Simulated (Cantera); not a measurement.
Input (Python, Cantera) and output of one run.

```python
import numpy as np
import cantera as ct

gas_names = [...]  # 109 gases of nasa_gas.yaml made of C, Cl, H, Si
cond_names = """
    C(gr) C6H6(L) C7H8(L) C8H18(L),n-octa Si(cr) Si(L) SiC(b)
""".split()


# ... load() reads the species with a 1 bar reference pressure and builds the phases ...
atoms = {
    'Si(CH3)4': {'Si': 1, 'C': 4, 'H': 12},
    'CH4': {'C': 1, 'H': 4},
    'H2': {'H': 2},
    'HCl': {'H': 1, 'CL': 1},
}
top_T = {'C(gr)': 4500, 'SiC(b)': 3050}  # K; cautious upper limits of use, not melting points


# ... equilibrate(T, P, feed) seeds the gas with the atoms and calls Mixture.equilibrate('TP', solver="vcs", rtol=1e-11, max_steps=5000) ...
results = []
feed = {'Si(CH3)4': 1, 'CH4': 0.13, 'H2': 250, 'HCl': 0.46}  # mol
T = 2248  # K
P = 13332.2  # Pa
mix = equilibrate(T, P, feed)
results.append((T, P, feed, dict(zip(mix.species_names, mix.species_moles))))
x = sorted(zip(gas.X, gas.species_names), reverse=True)
print(f"T = {T:g} K  P = {P:g} Pa  gas = {mix.phase_moles(0):.4g} mol")
print("   x: " + "  ".join(f"{s} {v:.3e}" for v, s in x if v > 1e-06))
print("   condensed (mol): " + ("  ".join(f"{mix.phase(i).name} {mix.phase_moles(i):.4g}"
      for i in range(1, mix.n_phases) if mix.phase_moles(i) > 1e-12) or "none"))
```

Result:

```
T = 2248 K  P = 13332.2 Pa  gas = 259.5 mol
   x: H2 9.743e-01  H 1.986e-02  C2H2,acetylene 3.228e-03  HCL 1.742e-03  Si 5.400e-04  SiH 7.860e-05  SiC2 6.202e-05  SiH2 4.482e-05  Si2C 3.719e-05  CH4 3.007e-05  CL 2.571e-05  CH3 1.164e-05  C4H2 4.366e-06  SiCL 3.567e-06  C2H 2.597e-06  Si2 1.174e-06
   condensed (mol): C(gr) 1.605  SiC(b) 0.7907
```

Cantera equilibrium calculation (NASA polynomials, part measured and part estimated; ideal gas, pure solids and liquids). Gases not in the tables: Si2H6 and higher silanes.
